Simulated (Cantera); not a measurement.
# Transport properties of process gases

Gas mixture: 100 % N2O, at 5.00 bar, frozen composition.

Cantera's kinetic-theory transport with the Lennard-Jones parameters of GRI-Mech 3.0, ideal gas; thermal conductivity in the mixture-averaged form. The composition is frozen, though it would react at the higher temperatures.

| T (K) | ρ (kg/m³) | cp (J/kg/K) | μ (µPa s) | λ (mW/m/K) | Pr | D (cm²/s) H2O | D (cm²/s) OH | D (cm²/s) N2 |
|---|---|---|---|---|---|---|---|---|
| 400 | 6.62 | 970.3 | 19.5 | 25.5 | 0.741 | 0.0592 | 0.0832 | 0.0534 |
| 600 | 4.41 | 1101 | 27.3 | 40.7 | 0.739 | 0.130 | 0.169 | 0.109 |
| 800 | 3.31 | 1192 | 34.0 | 54.9 | 0.739 | 0.221 | 0.276 | 0.178 |
| 1000 | 2.65 | 1255 | 40.0 | 68.0 | 0.739 | 0.331 | 0.401 | 0.260 |
| 1200 | 2.21 | 1294 | 45.5 | 80.1 | 0.735 | 0.457 | 0.545 | 0.354 |
| 1400 | 1.89 | 1327 | 50.5 | 91.4 | 0.733 | 0.597 | 0.705 | 0.458 |
D: mixture-averaged diffusion coefficient of that species in the mixture.
